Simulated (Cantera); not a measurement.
**Thermodynamics of titanium nitride, carbide and oxide coatings, feed Ti(OiPr)₄ + O₂ + N₂**

Charge: 1 mol Ti(OiPr)₄, 12 mol O₂, a varied amount of N₂, equilibrated at 1477 °C and 76.0 Pa.

Equilibrium computed with Cantera from the NASA thermochemical tables; the gas is ideal and each condensed phase is pure. Candidate condensed phases: C, C₆H₆, C₇H₈, C₈H₁₈, H₂O, Ti, TiC, TiN, TiO, TiO₂, Ti₂O₃, Ti₃O₅, Ti₄O₇; 139 gas species. The feed counts by its element totals alone. Kinetics and transport are ignored.

| n(N₂) (mol) | log p N₂ | log p H₂O | log p CO | log p CO₂ | log p H₂ | n TiO₂(rutile) |
|---|---|---|---|---|---|---|
| 2.1 | -4.25 | -3.59 | -3.69 | -3.92 | -3.92 | 1.000 |
| 3.2 | -4.08 | -3.61 | -3.71 | -3.94 | -3.94 | 1.000 |
| 4.8 | -3.93 | -3.63 | -3.73 | -3.96 | -3.96 | 1.000 |
| 7.1 | -3.79 | -3.66 | -3.76 | -3.99 | -3.99 | 1.000 |
| 11 | -3.65 | -3.71 | -3.81 | -4.04 | -4.04 | 1.000 |
| 16 | -3.54 | -3.76 | -3.87 | -4.09 | -4.10 | 1.000 |
| 24 | -3.44 | -3.84 | -3.94 | -4.17 | -4.17 | 1.000 |
| 36 | -3.36 | -3.93 | -4.04 | -4.26 | -4.27 | 1.000 |
| 54 | -3.29 | -4.05 | -4.15 | -4.37 | -4.38 | 1.000 |
| 81 | -3.24 | -4.17 | -4.27 | -4.50 | -4.51 | 1.000 |
| 120 | -3.20 | -4.31 | -4.41 | -4.63 | -4.64 | 1.000 |
log p: log10 of the partial pressure in bar; n: condensed amount in mol.

From 2.1 mol N₂ to 120 mol N₂ the condensed part is TiO₂(rutile). The main Ti-bearing gas is TiO₂ throughout.
